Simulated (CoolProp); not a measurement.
Vapour pressure (MPa) of sulfur hexafluoride: the reference equation beside estimates from Tc = 318.7 K, pc = 3.755 MPa, ω = 0.210.

Computed with CoolProp (reference Helmholtz-energy equation of state, Guder 2009).

```json
[
 {"T (K)": "249.3", "reference": "0.6077", "Soave-Redlich-Kwong": "0.6200", "Peng-Robinson": "0.6130"},
 {"T (K)": "253.5", "reference": "0.6972", "Soave-Redlich-Kwong": "0.7115", "Peng-Robinson": "0.7031"},
 {"T (K)": "257.7", "reference": "0.7962", "Soave-Redlich-Kwong": "0.8126", "Peng-Robinson": "0.8027"},
 {"T (K)": "261.9", "reference": "0.9053", "Soave-Redlich-Kwong": "0.9240", "Peng-Robinson": "0.9124"},
 {"T (K)": "266.1", "reference": "1.025", "Soave-Redlich-Kwong": "1.046", "Peng-Robinson": "1.033"},
 {"T (K)": "270.3", "reference": "1.156", "Soave-Redlich-Kwong": "1.180", "Peng-Robinson": "1.165"},
 {"T (K)": "274.5", "reference": "1.299", "Soave-Redlich-Kwong": "1.326", "Peng-Robinson": "1.309"},
 {"T (K)": "278.7", "reference": "1.455", "Soave-Redlich-Kwong": "1.484", "Peng-Robinson": "1.466"},
 {"T (K)": "282.9", "reference": "1.624", "Soave-Redlich-Kwong": "1.656", "Peng-Robinson": "1.637"},
 {"T (K)": "287.1", "reference": "1.807", "Soave-Redlich-Kwong": "1.841", "Peng-Robinson": "1.822"},
 {"T (K)": "291.3", "reference": "2.005", "Soave-Redlich-Kwong": "2.042", "Peng-Robinson": "2.022"},
 {"T (K)": "295.5", "reference": "2.220", "Soave-Redlich-Kwong": "2.257", "Peng-Robinson": "2.238"},
 {"T (K)": "299.7", "reference": "2.451", "Soave-Redlich-Kwong": "2.489", "Peng-Robinson": "2.470"},
 {"T (K)": "303.9", "reference": "2.700", "Soave-Redlich-Kwong": "2.737", "Peng-Robinson": "2.720"}
]
```

Absolute difference from the reference over all 14 rows, mean and median: Soave-Redlich-Kwong 1.9 and 2.0 %, Peng-Robinson 0.8 and 0.8 %.
